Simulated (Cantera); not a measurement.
## Adiabatic ignition

An adiabatic, constant-pressure homogeneous reactor starts with 6.87 % CH4, 19.6 % O2, 73.5 % N2, at 1575 K and 2630 Torr.

Computed with Cantera and GRI-Mech 3.0 (53 species, 325 reactions).

```csv
t (s),T (K),x CH4,x O2,x CH2,x CO2,x C2H4
3.00e-6,1575,0.0687,0.196,1.32e-12,2.79e-11,1.14e-10
1.30e-5,1575,0.0687,0.196,3.00e-11,2.20e-9,1.89e-8
5.63e-5,1576,0.0683,0.196,2.08e-9,5.54e-7,5.95e-6
0.000244,2697,<1e-12,0.0607,<1e-12,0.0533,<1e-12
0.00106,2708,<1e-12,0.0567,<1e-12,0.0549,<1e-12
0.00458,2699,<1e-12,0.0535,<1e-12,0.0551,<1e-12
0.0199,2699,<1e-12,0.0533,<1e-12,0.0551,<1e-12
0.0860,2699,<1e-12,0.0533,<1e-12,0.0551,<1e-12
0.373,2699,<1e-12,0.0533,<1e-12,0.0551,<1e-12
1.62,2699,<1e-12,0.0533,<1e-12,0.0551,<1e-12
7.00,2699,<1e-12,0.0533,<1e-12,0.0551,<1e-12
```
x: mole fraction; the columns are a selection and need not sum to one.

```json
{
  "time_of_steepest_temperature_rise": "0.195 ms",
  "temperature at 7.00 s": "2699 K",
  "equilibrium_temperature": "2699 K",
  "x(CH4) at 7.00 s": "<1e-12 (gas-phase equilibrium <1e-12)",
  "x(O2) at 7.00 s": "0.0533 (gas-phase equilibrium 0.0533)",
  "x(CH2) at 7.00 s": "<1e-12 (gas-phase equilibrium <1e-12)"
}
```
